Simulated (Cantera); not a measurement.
An adiabatic, constant-pressure homogeneous reactor starts with CH4 : O2 : N2 = 1 : 2 : 7.52 (molar parts), at 1450 K and 3.30 bar.

Model: GRI-Mech 3.0 (53 species, 325 reactions), integrated in Cantera.

One state of this run: T (K) = 2796; x CH4 = <1e-12; x O2 = 0.0161; x NO = 0.00948; x C2H = <1e-12; x CH3 = <1e-12; x C2H6 = <1e-12; x HCO = 6.22e-8. x: mole fraction; the columns are a selection and need not sum to one.

Q: Which value of t (s) does it belong to?
A. 3.00e-6
B. 0.0116
C. 9.76e-6
D. 0.000337

A: B, 0.0116
